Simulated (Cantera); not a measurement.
A jet of 2.20 % H2, 11.0 % O2, 86.8 % N2 at 300 K and 0.0878 atm hits a platinum plate 4 cm away at a mass flux of 0.094 kg/m²/s; the plate temperature is set and raised in steps from an oxygen-covered start.

Model: Deutschmann's 1995 Pt surface mechanism with GRI-Mech 3.0 gas chemistry, integrated in Cantera. Catalytic surfaces can have several steady states; this one follows from the mechanism file's or the stated starting coverage.

x: mole fraction at the wall; θ: surface coverage.

| plate T (K) | wall x H2 | wall x O2 | wall x H2O | wall x OH | θ free Pt | θ O* | θ OH* |
|---|---|---|---|---|---|---|---|
| 700 | 0.00282 | 0.0893 | 0.0369 | <1e-8 | 0.0625 | 0.935 | 0.00275 |
| 750 | 0.00242 | 0.0890 | 0.0375 | <1e-8 | 0.0772 | 0.921 | 0.00221 |
| 800 | 0.00183 | 0.0884 | 0.0384 | <1e-8 | 0.109 | 0.889 | 0.00196 |
| 850 | 0.00135 | 0.0880 | 0.0391 | [?] | 0.156 | 0.842 | 0.00179 |
| 900 | 0.00103 | 0.0877 | 0.0395 | [?] | 0.214 | 0.784 | 0.00162 |
| 950 | 0.000826 | 0.0876 | 0.0397 | [?] | 0.279 | 0.720 | 0.00145 |

**Question.** What belongs in the gaps?

**Answer.** 
- 850, wall x OH: 1.30e-8
- 900, wall x OH: 4.12e-8
- 950, wall x OH: 1.13e-7
